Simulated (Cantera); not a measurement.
Charge: 1 mol SiH4, 1.5 mol NO, 4.8 mol CO2, equilibrated at 1350 K and 37.0 Pa.

Cantera equilibrium calculation (NASA polynomials, part measured and part estimated; ideal gas, pure solids and liquids). The tables hold silica as quartz up to 1696 K and as liquid above; real silica turns to tridymite and cristobalite and melts near 1996 K. Rates play no part.

```csv
species,before,after
CO2,0.374,0.679
CO,0.262,0.146
H2O,0.195,0.114
H2,0.0695,0.0125
N2,0.0993,0.0476
H,3.27e-5,1.39e-5
"SiO2(β-quartz), mol",1.00,1.00
```
Gas species are given as mole fractions.

**Question.** Which change was made?
A. NO from 1.5 to 0.15 mol
B. CO2 from 4.8 to 1.5 mol
C. CO2 from 4.8 to 13 mol
D. temperature from 1350 K to 898 K

**Answer.** C, CO2 from 4.8 to 13 mol
